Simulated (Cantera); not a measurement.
Cantera run, input and output.

```python
import numpy as np
import cantera as ct

gas = ct.Solution("h2o2.yaml")
gas.TPX = 1373, 2900000, {'H2': 1, 'O2': 1.32, 'N2': 4.95}
reactor = ct.IdealGasConstPressureReactor(gas, energy="on", clone=False)
net = ct.ReactorNet([reactor])
net.rtol, net.atol = 1e-08, 1e-16
show = ['H2', 'O2', 'H', 'HO2', 'H2O', 'O', 'OH']
times = np.geomspace(2e-06, 0.3, 15)

steps = ct.SolutionArray(gas, extra=["t"])
rows = []
print(f"{'t/s':>10s}{'T/K':>9s}{'P/Pa':>11s}" + "".join(f"{s:>11s}" for s in show))
for t in times:
    while net.time < t:
        t_next = net.step()
        steps.append(gas.state, t=t_next)
    rows.append([np.interp(t, steps.t, y) for y in (steps.T, steps.P, *steps(*show).X.T)])
    print(f"{t:10.3e}{rows[-1][0]:9.1f}{rows[-1][1]:11.4g}" + "".join(f"{x:11.3e}" for x in rows[-1][2:]))
rate = np.gradient(steps.T, steps.t)
print("integrator steps:", len(steps.t))
if steps.T.max() > steps.T[0] + 200:
    print(f"time of steepest temperature rise: {steps.t[rate.argmax()]:.4e} s")
gas.TPX = 1373, 2900000, {'H2': 1, 'O2': 1.32, 'N2': 4.95}
gas.equilibrate("HP")
print(f"equilibrium (HP): T = {gas.T:.1f} K  " + "  ".join(f"{s} {gas[s].X[0]:.3e}" for s in show))
```

It prints:

```
       t/s      T/K       P/Pa         H2         O2          H        HO2        H2O          O         OH
 2.000e-06   1373.2    2.9e+06  1.375e-01  1.815e-01  8.607e-07  2.613e-05  2.515e-05  3.852e-07  2.885e-07
 4.685e-06   1381.9    2.9e+06  1.361e-01  1.805e-01  4.000e-05  4.642e-04  1.223e-03  1.713e-05  1.869e-05
 1.098e-05   2324.1    2.9e+06  1.877e-04  1.200e-01  2.818e-05  1.611e-05  1.455e-01  3.708e-04  3.635e-03
 2.572e-05   2324.2    2.9e+06  1.868e-04  1.200e-01  2.801e-05  1.609e-05  1.455e-01  3.693e-04  3.628e-03
 6.024e-05   2324.2    2.9e+06  1.868e-04  1.200e-01  2.801e-05  1.609e-05  1.455e-01  3.693e-04  3.628e-03
 1.411e-04   2324.2    2.9e+06  1.868e-04  1.200e-01  2.801e-05  1.609e-05  1.455e-01  3.693e-04  3.628e-03
 3.306e-04   2324.2    2.9e+06  1.868e-04  1.200e-01  2.801e-05  1.609e-05  1.455e-01  3.693e-04  3.628e-03
 7.746e-04   2324.2    2.9e+06  1.868e-04  1.200e-01  2.801e-05  1.609e-05  1.455e-01  3.693e-04  3.628e-03
 1.815e-03   2324.2    2.9e+06  1.868e-04  1.200e-01  2.801e-05  1.609e-05  1.455e-01  3.693e-04  3.628e-03
 4.251e-03   2324.2    2.9e+06  1.868e-04  1.200e-01  2.801e-05  1.609e-05  1.455e-01  3.693e-04  3.628e-03
 9.960e-03   2324.2    2.9e+06  1.868e-04  1.200e-01  2.801e-05  1.609e-05  1.455e-01  3.693e-04  3.628e-03
 2.333e-02   2324.2    2.9e+06  1.868e-04  1.200e-01  2.801e-05  1.609e-05  1.455e-01  3.693e-04  3.628e-03
 5.466e-02   2324.2    2.9e+06  1.868e-04  1.200e-01  2.801e-05  1.609e-05  1.455e-01  3.693e-04  3.628e-03
 1.281e-01   2324.2    2.9e+06  1.868e-04  1.200e-01  2.801e-05  1.609e-05  1.455e-01  3.693e-04  3.628e-03
 3.000e-01   2324.2    2.9e+06  1.868e-04  1.200e-01  2.801e-05  1.609e-05  1.455e-01  3.693e-04  3.628e-03
integrator steps: 1044
time of steepest temperature rise: 6.0997e-06 s
equilibrium (HP): T = 2324.2 K  H2 1.868e-04  O2 1.200e-01  H 2.801e-05  HO2 1.609e-05  H2O 1.455e-01  O 3.693e-04  OH 3.628e-03
```

Cantera simulation using the H2/O2 subset of GRI-Mech 3.0, which has no nitrogen chemistry; the numbers are that mechanism's predictions, not measurements. The hydrogen kinetics of GRI-Mech 3.0 are dated; newer H2 mechanisms differ, most at raised pressure. The pressure lies above the range GRI-Mech 3.0 was tuned for (to about 10 atm).
